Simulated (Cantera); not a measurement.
A perfectly stirred reactor is fed with 6.67 % C2H6, 93.3 % N2, at 0.143 Torr; it is held at 1725 K, and followed from long to short residence time.

Detailed kinetics in Cantera: GRI-Mech 3.0 (53 species, 325 reactions). GRI-Mech 3.0 stops at C3 and has no aromatics, soot or wall deposition, so with more carbon than oxygen in the feed, carbon stays in small species such as C2H2 where larger ones or solid carbon would form. Radical loss at walls, strong at low pressure, is not modelled.

### Question
Predict: x(C2H6) at τ = 20.0 s; x(HCN) at τ = 20.0 s; x(H) at τ = 20.0 s; x(CH2) at τ = 20.0 s; x(C2H) at τ = 20.0 s; x(C2H6) at τ = 0.170 s; x(HCN) at τ = 0.170 s; x(H) at τ = 0.170 s; x(CH2) at τ = 0.170 s; x(C2H) at τ = 0.170 s.

### Answer
```json
{
  "x(C2H6) at τ = 20.0 s": "5.23e-5",
  "x(HCN) at τ = 20.0 s": "0.000128",
  "x(H) at τ = 20.0 s": "0.00122",
  "x(CH2) at τ = 20.0 s": "1.11e-5",
  "x(C2H) at τ = 20.0 s": "3.94e-6",
  "x(C2H6) at τ = 0.170 s": "0.00486",
  "x(HCN) at τ = 0.170 s": "1.11e-5",
  "x(H) at τ = 0.170 s": "0.00164",
  "x(CH2) at τ = 0.170 s": "6.74e-5",
  "x(C2H) at τ = 0.170 s": "4.78e-6"
}
```
